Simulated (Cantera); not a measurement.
Cantera run, input and output.

```python
import numpy as np
import cantera as ct

gas = ct.Solution("gri30.yaml")
gas.TPX = 2075, 5000, {'NO': 1, 'N2': 4.8}
inlet = ct.Reservoir(gas, clone=True)

reactor = ct.IdealGasConstPressureReactor(gas, energy="off", clone=False)
exhaust = ct.Reservoir(gas, clone=True)
tau = [0.78, 0.47, 0.29, 0.17, 0.11, 0.064, 0.039, 0.023, 0.014, 0.0086, 0.0052][0]
for a, b in ((inlet, reactor), (reactor, exhaust)):
    ct.MassFlowController(a, b, mdot=lambda t: reactor.mass / tau)
net = ct.ReactorNet([reactor])
show = ['NO', 'O', 'N2O', 'O2', 'N2', 'NO2']

rows = []
print(f"{'tau/s':>10s}{'T/K':>9s}" + "".join(f"{s:>11s}" for s in show))
for tau in [0.78, 0.47, 0.29, 0.17, 0.11, 0.064, 0.039, 0.023, 0.014, 0.0086, 0.0052]:
    net.initial_time = 0.0
    net.advance(30 * tau)
    before = gas.X
    net.advance(40 * tau)
    drift = np.max(np.abs(gas.X - before) / (gas.X + 1e-9))
    rows.append([gas.T, *gas[show].X, drift])
    print(f"{tau:10.3e}{gas.T:9.1f}" + "".join(f"{x:11.3e}" for x in gas[show].X))
```

Result:

```
     tau/s      T/K         NO          O        N2O         O2         N2        NO2
 7.800e-01   2075.0  1.542e-01  5.788e-04  9.937e-06  8.780e-03  8.364e-01  1.144e-05
 4.700e-01   2075.0  1.624e-01  4.695e-04  1.129e-05  4.722e-03  8.324e-01  9.487e-06
 2.900e-01   2075.0  1.668e-01  3.925e-04  1.208e-05  2.575e-03  8.302e-01  7.961e-06
 1.700e-01   2075.0  1.695e-01  3.255e-04  1.255e-05  1.290e-03  8.289e-01  6.620e-06
 1.100e-01   2075.0  1.707e-01  2.764e-04  1.271e-05  7.113e-04  8.283e-01  5.666e-06
 6.400e-02   2075.0  1.715e-01  2.153e-04  1.268e-05  3.166e-04  8.279e-01  4.503e-06
 3.900e-02   2075.0  1.719e-01  1.592e-04  1.238e-05  1.378e-04  8.277e-01  3.412e-06
 2.300e-02   2075.0  1.722e-01  1.051e-04  1.168e-05  5.117e-05  8.276e-01  2.304e-06
 1.400e-02   2075.0  1.723e-01  6.560e-05  1.061e-05  1.864e-05  8.276e-01  1.451e-06
 8.600e-03   2075.0  1.723e-01  3.916e-05  9.169e-06  6.615e-06  8.276e-01  8.564e-07
 5.200e-03   2075.0  1.724e-01  2.224e-05  7.422e-06  2.218e-06  8.276e-01  4.679e-07
```

Model: GRI-Mech 3.0 (53 species, 325 reactions), integrated in Cantera.
